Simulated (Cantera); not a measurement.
Cantera run, input and output.

```python
import numpy as np
import cantera as ct

gas = ct.Solution("gri30.yaml")
gas.TPX = 1375, 1000000, {'CH4': 1, 'H2': 0.052, 'O2': 2.11, 'N2': 16}
reactor = ct.IdealGasConstPressureReactor(gas, energy="on", clone=False)
net = ct.ReactorNet([reactor])
net.rtol, net.atol = 1e-08, 1e-16
show = ['CH4', 'H2', 'O2', 'NO', 'C2H2']
times = np.geomspace(1e-06, 0.5, 12)

steps = ct.SolutionArray(gas, extra=["t"])
rows = []
print(f"{'t/s':>10s}{'T/K':>9s}{'P/Pa':>11s}" + "".join(f"{s:>11s}" for s in show))
for t in times:
    while net.time < t:
        t_next = net.step()
        steps.append(gas.state, t=t_next)
    rows.append([np.interp(t, steps.t, y) for y in (steps.T, steps.P, *steps(*show).X.T)])
    print(f"{t:10.3e}{rows[-1][0]:9.1f}{rows[-1][1]:11.4g}" + "".join(f"{x:11.3e}" for x in rows[-1][2:]))
rate = np.gradient(steps.T, steps.t)
print("integrator steps:", len(steps.t))
if steps.T.max() > steps.T[0] + 200:
    print(f"time of steepest temperature rise: {steps.t[rate.argmax()]:.4e} s")
gas.TPX = 1375, 1000000, {'CH4': 1, 'H2': 0.052, 'O2': 2.11, 'N2': 16}
gas.equilibrate("HP")
print(f"equilibrium (HP): T = {gas.T:.1f} K  " + "  ".join(f"{s} {gas[s].X[0]:.3e}" for s in show))
```

It prints:

```
       t/s      T/K       P/Pa        CH4         H2         O2         NO       C2H2
 1.000e-06   1375.0      1e+06  5.219e-02  2.714e-03  1.101e-01  3.376e-18  5.990e-21
 3.297e-06   1375.0      1e+06  5.219e-02  2.714e-03  1.101e-01  1.813e-17  1.425e-18
 1.087e-05   1375.0      1e+06  5.219e-02  2.714e-03  1.101e-01  1.286e-16  2.805e-16
 3.583e-05   1375.0      1e+06  5.218e-02  2.713e-03  1.101e-01  1.680e-15  9.424e-14
 1.181e-04   1375.3      1e+06  5.209e-02  2.708e-03  1.101e-01  4.720e-14  1.074e-10
 3.894e-04   1380.3      1e+06  5.114e-02  2.739e-03  1.094e-01  7.906e-13  2.705e-08
 1.284e-03   2423.2      1e+06  7.765e-17  1.650e-03  6.588e-03  2.267e-04  5.513e-21
 4.233e-03   2420.5      1e+06  8.444e-17  1.681e-03  6.151e-03  1.252e-03  5.916e-21
 1.395e-02   2416.3      1e+06  9.667e-17  1.737e-03  5.515e-03  2.778e-03  6.639e-21
 4.600e-02   2415.0      1e+06  1.008e-16  1.755e-03  5.329e-03  3.231e-03  6.885e-21
 1.517e-01   2415.0      1e+06  1.009e-16  1.755e-03  5.328e-03  3.234e-03  6.886e-21
 5.000e-01   2415.0      1e+06  1.009e-16  1.755e-03  5.328e-03  3.234e-03  6.886e-21
integrator steps: 2158
time of steepest temperature rise: 9.0832e-04 s
equilibrium (HP): T = 2415.0 K  CH4 1.280e-16  H2 1.755e-03  O2 5.328e-03  NO 3.234e-03  C2H2 7.602e-21
```

Computed with Cantera and GRI-Mech 3.0 (53 species, 325 reactions).
